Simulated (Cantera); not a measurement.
An isothermal, constant-pressure homogeneous reactor starts with 7.15 % H₂, 92.9 % O₂, at 1125 K and 1400 Pa.

Model: the H2/O2 subset of GRI-Mech 3.0, which has no nitrogen chemistry, integrated in Cantera. Radical loss at walls, strong at low pressure, is not modelled. The temperature is held fixed by assumption; the heat of reaction is taken as removed at once.

x: mole fraction; the columns are a selection and need not sum to one.

```
t (s)         x H₂   x O₂      x OH       x O       x H     x HO₂
--------  --------  -----  --------  --------  --------  --------
5.00e-6     0.0715  0.929  2.71e-12  2.76e-12  6.77e-11  7.04e-11
1.99e-5     0.0715  0.929  3.72e-11  4.01e-11  2.45e-10  2.81e-10
7.93e-5     0.0715  0.929  3.93e-10  5.05e-10  8.45e-10         …
0.000316    0.0715  0.929   5.00e-9   8.30e-9   6.41e-9         …
0.00126     0.0715  0.928   3.58e-6   6.22e-6   4.30e-6         …
0.00501    0.00172  0.884   0.00362    0.0354    0.0145         …
0.0200    0.000781  0.906   0.00246    0.0172   0.00465         …
0.0795    0.000119  0.923  0.000954   0.00257  0.000264         …
0.317      8.69e-6  0.926  0.000261  0.000192   5.38e-6         …
1.26       7.92e-7  0.926   8.03e-5   1.80e-5   1.56e-7         …
5.02       1.10e-7  0.926   3.03e-5   2.56e-6   8.33e-9         …
20.0       2.02e-8  0.926   1.31e-5   4.80e-7  6.75e-10         …
```

Task: Complete the blanks.

Result: 
- 7.93e-5, x HO₂: 1.12e-9
- 0.000316, x HO₂: 4.50e-9
- 0.00126, x HO₂: 6.49e-8
- 0.00501, x HO₂: 6.00e-6
- 0.0200, x HO₂: 5.31e-6
- 0.0795, x HO₂: 2.74e-6
- 0.317, x HO₂: 5.65e-7
- 1.26, x HO₂: 8.09e-8
- 5.02, x HO₂: 1.39e-8
- 20.0, x HO₂: 4.02e-9
